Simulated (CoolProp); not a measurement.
Propyne at 298.15 K and 3.72 MPa is throttled through a valve to 1.77 MPa with no heat exchange. Each further row changes one setting.

Values from CoolProp's reference Helmholtz-energy equation of state, Polt 1992. This equation is an older, rougher fit; its heat capacities, sound speeds and derivatives of the liquid may be far off and weren't checked against measurements.

```tsv
case	temperature change (K)	final phase	final density (kg/m³)
as stated	+0.3	liquid	613
outlet pressure 0.531 MPa	-3.2	two-phase, vapour fraction 0.018	291
outlet pressure 2.3 MPa	+0.2	liquid	614
```
